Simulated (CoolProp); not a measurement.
n-perfluorohexane along the isotherm 176.85 °C: density (kg/m³) from the reference equation and from simpler models built on Tc = 174.9 °C, pc = 17.42 bar, ω = 0.497; each cubic takes its own stable root.

The numbers come from the reference Helmholtz-energy equation of state, Gao 2022 in CoolProp.

```
p (bar)          phase  reference  ideal gas  van der Waals  Redlich-Kwong  Soave-Redlich-Kwong  Peng-Robinson
-------  -------------  ---------  ---------  -------------  -------------  -------------------  -------------
0.551              gas      5.034      4.978          5.025          5.032                5.032          5.038
1.13               gas      10.45      10.21          10.41          10.44                10.44          10.47
2.32               gas      22.01      20.96          21.85          21.98                21.97          22.09
4.77               gas      47.98      43.10          47.18          47.79                47.77          48.31
9.79               gas      115.1      88.45          110.2          113.5                113.3          116.3
20.1     supercritical      905.8      181.6          591.2          689.7                678.2          745.6
41.3     supercritical       1137      373.1          761.3          940.4                937.0           1042
84.8     supercritical       1261      766.2          867.9           1107                 1105           1230
174      supercritical       1375       1572          962.7           1263                 1262           1403
```
